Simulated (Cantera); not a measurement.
Input: 1 mol Fe2O3, 1.5 mol CO, 6.3 mol N2, 0.87 mol C.

Equilibrium computed with Cantera from the NASA thermochemical tables; the gas is ideal and each condensed phase is pure. Candidate condensed phases: C, Fe, Fe(CO)5, FeO, Fe2O3, Fe3O4; 27 gas species. Each liquid is taken as pure. Mutual solubility and eutectic melting of coexisting phases are not modelled. The tables' stoichiometric FeO is somewhat more stable than real wüstite, so its field is too wide. FeO: taken at fixed stoichiometry. Equilibrium is a limit: real reactors are often held back by kinetics, nucleation or transport.

Stable condensed phases, one row left out:

```
T in K \ P in Pa
              10      68     460    3200   22000  150000 1000000
   2550        A       A       A       A       B       B       C
   2400        A       A       A       B       B       B       C
   2250        A       A       B       B       B       C       C
   2100        A       B       B       B       C       C       C
   1950        B       B       B       C       C       C       C
   1650        B       C       C       C       C       C       C
   1500        C       C       C       C       C       C       C
   1350        C       C       C       C       C       C       C
```

A: gas only; B: FeO; C: Fe + FeO.

Q: Give the row for 1800 K.

A: 10: FeO; 68: FeO; 460: Fe + FeO; 3200: Fe + FeO; 22000: Fe + FeO; 150000: Fe + FeO; 1000000: Fe + FeO.
